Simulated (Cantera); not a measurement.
An isothermal, constant-pressure homogeneous reactor starts with C₂H₆ : N₂ = 1 : 2.2 (molar parts), at 1400 K and 0.207 atm. Integrator tolerance rtol = 1e-08.

Computed with Cantera and GRI-Mech 3.0 (53 species, 325 reactions). GRI-Mech 3.0 stops at C3 and has no aromatics, soot or wall deposition, so with more carbon than oxygen in the feed, carbon stays in small species such as C2H2 where larger ones or solid carbon would form.

Problem. What does this change do: pressure from 0.207 atm to 0.00286 atm?

Solution. 
```csv
quantity,before,after
x(C₂H₆) at 70.0 s,1.33e-5 (gas-phase equilibrium 1.00e-5),6.29e-6 (gas-phase equilibrium 2.80e-9)
x(C₂H₄) at 70.0 s,0.00969 (gas-phase equilibrium 0.00726),0.000390 (gas-phase equilibrium 0.000129)
x(HCN) at 70.0 s,6.06e-9 (gas-phase equilibrium 0.0996),4.88e-8 (gas-phase equilibrium 0.103)
x(CH₄) at 70.0 s,0.0451 (gas-phase equilibrium 0.0390),0.0872 (gas-phase equilibrium 0.000695)
x(C₂H₂) at 70.0 s,0.171 (gas-phase equilibrium 0.125),0.165 (gas-phase equilibrium 0.141)
```
Radical loss at walls, strong at low pressure, is not modelled.

Problem. What does this change do: temperature 1400 to 1548 K?

Solution. 
| quantity | before | after |
|---|---|---|
| x(C₂H₆) at 70.0 s | 1.33e-5 (gas-phase equilibrium 1.00e-5) | 1.22e-6 (gas-phase equilibrium 8.66e-7) |
| x(C₂H₄) at 70.0 s | 0.00969 (gas-phase equilibrium 0.00726) | 0.00258 (gas-phase equilibrium 0.00182) |
| x(HCN) at 70.0 s | 6.06e-9 (gas-phase equilibrium 0.0996) | 2.66e-7 (gas-phase equilibrium 0.114) |
| x(CH₄) at 70.0 s | 0.0451 (gas-phase equilibrium 0.0390) | 0.0105 (gas-phase equilibrium 0.00891) |
| x(C₂H₂) at 70.0 s | 0.171 (gas-phase equilibrium 0.125) | 0.187 (gas-phase equilibrium 0.131) |

Problem. What does this change do: temperature 1400 to 1300 K?

Solution. 
```csv
quantity,before,after
x(C₂H₆) at 70.0 s,1.33e-5 (gas-phase equilibrium 1.00e-5),6.57e-5 (gas-phase equilibrium 4.75e-5)
x(C₂H₄) at 70.0 s,0.00969 (gas-phase equilibrium 0.00726),0.0241 (gas-phase equilibrium 0.0169)
x(HCN) at 70.0 s,6.06e-9 (gas-phase equilibrium 0.0996),4.53e-10 (gas-phase equilibrium 0.0860)
x(CH₄) at 70.0 s,0.0451 (gas-phase equilibrium 0.0390),0.0841 (gas-phase equilibrium 0.0964)
x(C₂H₂) at 70.0 s,0.171 (gas-phase equilibrium 0.125),0.147 (gas-phase equilibrium 0.106)
```
